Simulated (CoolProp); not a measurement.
The numbers come from the reference Helmholtz-energy equation of state, Akasaka 2024 in CoolProp.

Question: For R1132(E), give the phase and the density (kg/m³), cv (kJ/(kg K)), Joule-Thomson coefficient (K/MPa), isothermal compressibility (1/MPa) at 49.75 °C and 6.5 MPa.

Answer: 
- 49.75 °C and 6.5 MPa: liquid; density 849, cv 1.09, Joule-Thomson coefficient 0.443, isothermal compressibility 0.0121
